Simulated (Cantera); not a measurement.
Feed: 1 mol B₂O₃, 0.83 mol BCl₃, 16 mol O₂, at 973.15 K and 1000 Pa.

Method: chemical equilibrium by Gibbs-energy minimisation in Cantera with the NASA 1993 tables (ideal gas, pure condensed phases). Candidate condensed phases: B, B₂O₃; 18 gas species. Rates play no part.

Base state: O₂ 0.925, Cl₂ 0.0745, Cl 0.000702 (mole fractions); condensed: B₂O₃(l).

### Question
What changes in the equilibrium state with this change: temperature from 973.15 K to 1275 K?

### Answer
```csv
species,before,after
O₂,0.925,0.914
Cl₂,0.0745,0.0617
Cl,0.000702,0.0245
BOCl,2.14e-9,1.24e-5
ClO,4.53e-6,8.05e-5
"B₂O₃(l), mol",1.42,1.41
```
The tables' values for BOCl are old estimates; treat these amounts as uncertain.

### Question
What changes in the equilibrium state with this change: temperature from 973.15 K to 1798.15 K?

### Answer
```tsv
species	before	after
O₂	0.925	0.794
Cl	0.000702	0.123
B₂O₃	<1e-9	0.0664
Cl₂	0.0745	0.00154
BO₂	<1e-9	0.0110
BOCl	2.14e-9	0.00282
O	<1e-9	0.00107
ClO	4.53e-6	0.000195
B₂O₃(l), mol	1.42	0
```
The tables' values for BOCl are old estimates; treat these amounts as uncertain.
